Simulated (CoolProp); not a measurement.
Aqueous methanol as a coolant, 33 % by mass, freezing at -29.3 °C, 1 atm.

Computed with CoolProp (Melinder's fits for secondary coolants).

| T (°C) | conductivity (W/(m K)) | viscosity (mPa s) | cp (kJ/(kg K)) | Prandtl number |
|---|---|---|---|---|
| -11.1 | 0.397 | 5.97 | 3.707 | 55.8 |
| -6.3 | 0.400 | 4.80 | 3.755 | 45.0 |
| -1.6 | 0.403 | 3.93 | 3.798 | 37.0 |
| 3.1 | 0.406 | 3.25 | 3.837 | 30.7 |
| 7.8 | 0.409 | 2.73 | 3.872 | 25.8 |
| 12.5 | 0.413 | 2.32 | 3.903 | 21.9 |
| 17.2 | 0.416 | 1.99 | 3.929 | 18.8 |
| 22 | 0.419 | 1.71 | 3.951 | 16.1 |
| 26.7 | 0.422 | 1.49 | 3.967 | 14.0 |
| 31.4 | 0.425 | 1.31 | 3.977 | 12.3 |
